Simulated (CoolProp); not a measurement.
Dimethyl carbonate along the isotherm 324.65 °C: density (kg/m³) from the reference equation and from simpler models built on Tc = 283.9 °C, pc = 4909 kPa, ω = 0.346; each cubic takes its own stable root.

The numbers come from the reference Helmholtz-energy equation of state, Zhou 2011 in CoolProp.

```json
[
 {"p (kPa)": "2450", "phase": "gas", "reference": "52.11", "ideal gas": "44.40", "van der Waals": "51.63", "Redlich-Kwong": "52.32", "Soave-Redlich-Kwong": "51.77", "Peng-Robinson": "52.78"},
 {"p (kPa)": "4910", "phase": "supercritical", "reference": "134.1", "ideal gas": "88.98", "van der Waals": "135.1", "Redlich-Kwong": "136.4", "Soave-Redlich-Kwong": "130.4", "Peng-Robinson": "136.1"},
 {"p (kPa)": "7360", "phase": "supercritical", "reference": "307.5", "ideal gas": "133.4", "van der Waals": "331.8", "Redlich-Kwong": "329.1", "Soave-Redlich-Kwong": "281.3", "Peng-Robinson": "299.5"},
 {"p (kPa)": "9820", "phase": "supercritical", "reference": "477.1", "ideal gas": "178.0", "van der Waals": "397.2", "Redlich-Kwong": "444.4", "Soave-Redlich-Kwong": "409.8", "Peng-Robinson": "444.7"},
 {"p (kPa)": "12300", "phase": "supercritical", "reference": "548.8", "ideal gas": "222.9", "van der Waals": "430.2", "Redlich-Kwong": "500.1", "Soave-Redlich-Kwong": "474.1", "Peng-Robinson": "518.8"},
 {"p (kPa)": "14700", "phase": "supercritical", "reference": "590.0", "ideal gas": "266.4", "van der Waals": "452.1", "Redlich-Kwong": "536.8", "Soave-Redlich-Kwong": "515.1", "Peng-Robinson": "566.1"},
 {"p (kPa)": "17200", "phase": "supercritical", "reference": "620.5", "ideal gas": "311.7", "van der Waals": "469.8", "Redlich-Kwong": "566.2", "Soave-Redlich-Kwong": "547.4", "Peng-Robinson": "603.1"},
 {"p (kPa)": "19600", "phase": "supercritical", "reference": "643.2", "ideal gas": "355.2", "van der Waals": "483.6", "Redlich-Kwong": "589.2", "Soave-Redlich-Kwong": "572.4", "Peng-Robinson": "631.7"},
 {"p (kPa)": "22100", "phase": "supercritical", "reference": "662.7", "ideal gas": "400.5", "van der Waals": "495.7", "Redlich-Kwong": "609.5", "Soave-Redlich-Kwong": "594.2", "Peng-Robinson": "656.6"},
 {"p (kPa)": "24500", "phase": "supercritical", "reference": "678.5", "ideal gas": "444.0", "van der Waals": "505.8", "Redlich-Kwong": "626.4", "Soave-Redlich-Kwong": "612.4", "Peng-Robinson": "677.1"}
]
```
